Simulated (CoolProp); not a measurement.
Saturation properties of neopentane (Tc = 160.6 °C, pc = 3196 kPa, ω = 0.196).

Computed with CoolProp (reference Helmholtz-energy equation of state, Lemmon 2006). It is a short technical equation, of lower accuracy than the large ones.

```
T (°C)  p (kPa)  liquid density (kg/m³)  vapour density (kg/m³)  enthalpy of vaporisation (kJ/kg)  liquid cp (kJ/(kg K))
------  -------  ----------------------  ----------------------  --------------------------------  ---------------------
17.05     132.0                   593.1                   4.169                             309.8                  2.262
24.05     166.3                   585.5                   5.183                             304.2                  2.304
30.95     206.5                   577.7                   6.359                             298.5                  2.346
37.95     254.4                   569.7                   7.753                             292.4                  2.389
44.85     309.3                   561.6                   9.350                             286.2                  2.434
51.85     373.7                   553.1                   11.22                             279.6                  2.481
58.75     446.4                   544.4                   13.35                             272.8                  2.529
65.75     530.5                   535.3                   15.83                             265.5                  2.581
72.65     624.2                   526.0                   18.63                             258.0                  2.635
```

It boils at 9.5 °C under 1 atm.
